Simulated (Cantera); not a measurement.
Mixture: 23.6 % CH₃OH, 16.1 % O₂, 60.3 % N₂, at 5.00 bar, adiabatic and at constant volume. Ignition delay is the time to a rise of 400 K.

Model: GRI-Mech 3.0 (53 species, 325 reactions), integrated in Cantera. GRI-Mech 3.0 was tuned for natural gas; its chemistry of methanol as a main component is partial and can be far from experiment.

Predict: delay at 1025 K; delay at 1100 K; delay at 1175 K; delay at 1250 K; delay at 1325 K; delay at 1400 K; delay at 1475 K; apparent activation energy between 1325 and 1475 K.


```json
{
 "delay at 1025 K": "66.0 ms",
 "delay at 1100 K": "13.0 ms",
 "delay at 1175 K": "3.14 ms",
 "delay at 1250 K": "0.907 ms",
 "delay at 1325 K": "0.304 ms",
 "delay at 1400 K": "0.116 ms",
 "delay at 1475 K": "49.9 µs",
 "apparent activation energy between 1325 and 1475 K": "200 kJ/mol"
}
```
